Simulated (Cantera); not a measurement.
A Cantera script and its output.

```python
import numpy as np
import cantera as ct

gas = ct.Solution("gri30.yaml")


def delay(T, t_max=10):
    gas.TPX = T, 101325, {'CH4': 1, 'O2': 2, 'N2': 7.52}
    reactor = ct.IdealGasConstPressureReactor(gas, clone=False)
    net = ct.ReactorNet([reactor])
    net.rtol, net.atol = 1e-8, 1e-16
    while net.time < t_max:
        t_old, T_old = net.time, reactor.T
        net.step()
        if reactor.T > T + 400:  # ignition: a rise of 400 K
            return t_old + (T + 400 - T_old) / (reactor.T - T_old) * (net.time - t_old)
    return np.nan


taus = []
for T in [1225, 1325, 1425, 1525, 1625, 1725, 1825, 1925, 2025]:
    taus.append(delay(T))
    print(f"T0 = {T:6g} K   tau = {taus[-1]:.4e} s")
```

Output:

```
T0 =   1225 K   tau = 3.1912e-02 s
T0 =   1325 K   tau = 8.4699e-03 s
T0 =   1425 K   tau = 2.5775e-03 s
T0 =   1525 K   tau = 9.0973e-04 s
T0 =   1625 K   tau = 3.7547e-04 s
T0 =   1725 K   tau = 1.7812e-04 s
T0 =   1825 K   tau = 9.4277e-05 s
T0 =   1925 K   tau = 5.4279e-05 s
T0 =   2025 K   tau = 3.3380e-05 s
```

Model: GRI-Mech 3.0 (53 species, 325 reactions), integrated in Cantera.
